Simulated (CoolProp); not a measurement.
A single-stage vapour-compression cycle with carbonyl sulfide: evaporating at 211.15 K (dew point), condensing at 255.15 K (bubble point), superheat 2 K, subcooling 0 K, compressor efficiency 0.8, no pressure losses. Each further row changes one setting.

Model: reference Helmholtz-energy equation of state, Lemmon 2006, in CoolProp. It is a short technical equation, of lower accuracy than the large ones.

| case | cooling COP | pressure ratio | discharge temperature (K) | refrigerating effect (kJ/kg) | volumetric capacity (kJ/m³) |
|---|---|---|---|---|---|
| as stated | 3.20 | 6.47 | 340.2 | 265 | 518 |
| evaporating temperature 216.15 K | 3.78 | 5.01 | 327.6 | 268 | 662 |
| condensing temperature 250.15 K | 3.68 | 5.43 | 327.0 | 271 | 530 |
| subcooling 5 K | 3.27 | 6.47 | 340.2 | 271 | 530 |
| superheat 12 K | 3.13 | 6.47 | 353.7 | 271 | 505 |
| compressor efficiency 0.7 | 2.80 | 6.47 | 356.0 | 265 | 518 |
